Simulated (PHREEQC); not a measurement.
0.14 g of hydrous ferric oxide (600 m²/g; 0.2 weak and 0.005 strong sites per Fe, Dzombak-Morel constants, diffuse double layer) in 1 kg of water with 0.1 mol/kgw of an inert sodium salt and 4.3e-05 mol/kgw Ag2SO4, at 25 °C; the pH is set by adding NaOH or the inert anion's acid. Oxygen is held at 0.21 atm. The system is closed to CO2. Nothing may precipitate in this run.

Equilibrium calculation in PHREEQC: ion-association model, wateq4f.dat.

Problem. Predict S sorbed (%), Ag sorbed (%), surface charge σ (C/m²) at pH = 5, 5.67, 6.33.

Solution. 
| pH | S sorbed (%) | Ag sorbed (%) | surface charge σ (C/m²) |
|---|---|---|---|
| 5 | 74.0 | 0.4 | 0.173 |
| 5.67 | 46.3 | 2.1 | 0.122 |
| 6.33 | 16.7 | 5.9 | 0.080 |

The oxide is taken as insoluble; below pH 4 it would dissolve.
